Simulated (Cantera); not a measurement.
Input: 1 mol SiHCl3, 0.048 mol C2H2, 190 mol H2, at 1000 K and 7.50 Torr.

Method: chemical equilibrium by Gibbs-energy minimisation in Cantera with the NASA 1993 tables (ideal gas, pure condensed phases). Candidate condensed phases: C, C6H6, C7H8, C8H18, Si, SiC; 109 gas species. The tables' values for SiCl3 are old estimates; treat these amounts as uncertain. Equilibrium is a limit: real reactors are often held back by kinetics, nucleation or transport.

**Question.** What is the equilibrium state?

**Answer.** 
```json
{
  "x(H2)": "0.988",
  "x(HCl)": "0.0109",
  "x(SiCl4)": "0.000680",
  "x(SiHCl3)": "0.000434",
  "x(SiCl2)": "0.000205",
  "x(SiCl3)": "7.59e-5",
  "x(SiH2Cl2)": "2.98e-5",
  "n(Si(s))": "0.631 mol",
  "n(SiC(s))": "0.0959 mol",
  "gas_amount": "191.8 mol",
  "log10 activity of C(graphite) (absent)": "-3.41"
}
```
